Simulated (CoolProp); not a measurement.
Model: reference Helmholtz-energy equation of state, Thol 2018, in CoolProp.

For hydrogen chloride, give the phase and the cp (kJ/(kg K)), expansivity (1/kK) at 272.35 °C and 4.8 MPa; 272.35 °C and 16 MPa.


- 272.35 °C and 4.8 MPa: gas; cp 0.869, expansivity 2.11
- 272.35 °C and 16 MPa: supercritical; cp 1.03, expansivity 2.72
